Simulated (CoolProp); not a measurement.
Properties of CHF3 (R23) along the isobar 42.6 bar (Tc = 299.3 K, pc = 48.32 bar, ω = 0.263).

Computed with CoolProp (reference Helmholtz-energy equation of state, Penoncello 2003).

```csv
T (K),phase,expansivity (1/kK),viscosity (µPa s)
292.5,liquid,27.29,61.4
309.1,gas,14.48,18.1
325.7,gas,8.818,18.1
342.3,gas,6.616,18.5
358.9,gas,5.405,19.1
375.5,gas,4.624,19.6
392.1,gas,4.073,20.2
408.6,gas,3.662,20.8
425.2,gas,3.337,21.4
441.8,gas,3.075,22.0
458.4,gas,2.859,22.6
475,gas,2.675,23.2
```

Viscosity comes from a separate model (Shan 2000).
